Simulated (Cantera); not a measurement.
A closed system holds: 1 mol SiH₄, 0.97 mol NH₃, 3.8 mol H₂, at 31.0 mbar.

These are equilibrium values from Cantera (NASA tables, ideal gas, pure condensed phases), not measurements of a reactor. Candidate condensed phases: Si, Si₃N₄; 18 gas species. Mutual solubility and eutectic melting of coexisting phases are not modelled. Equilibrium is a limit: real reactors are often held back by kinetics, nucleation or transport.

### Question
At 1175 °C, list the 3 most abundant gas species with their mole fractions, and the condensed phases.

### Answer
H₂ 0.999, N₂ 0.000529, H 5.23e-5. Condensed: Si(s) + Si₃N₄(s).
